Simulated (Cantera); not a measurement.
A closed system holds: 1 mol SiH2Cl2, 4.7 mol NO, equilibrated at 10000 Pa.

Equilibrium computed with Cantera from the NASA thermochemical tables; the gas is ideal and each condensed phase is pure. Candidate condensed phases: H2O, NH4Cl, Si, SiO2, Si2N2O, Si3N4; 47 gas species. The tables hold silica as quartz up to 1696 K and as liquid above; real silica turns to tridymite and cristobalite and melts near 1996 K. Rates play no part.

### Question
Which condensed phases are stable at each of these points (T (K)): 1348, 1448, 1548, 1648, 1748, 1848, 1948?

### Answer
```
T (K)  condensed phases  Si condensed (%)
-----  ----------------  ----------------
1348     SiO2(β-quartz)             100.0
1448     SiO2(β-quartz)             100.0
1548     SiO2(β-quartz)             100.0
1648     SiO2(β-quartz)             100.0
1748    SiO2(condensed)             100.0
1848    SiO2(condensed)             100.0
1948    SiO2(condensed)             100.0
```

From 1348 K to 1648 K the condensed part is SiO2(β-quartz). From 1748 K to 1948 K the condensed part is SiO2(condensed).
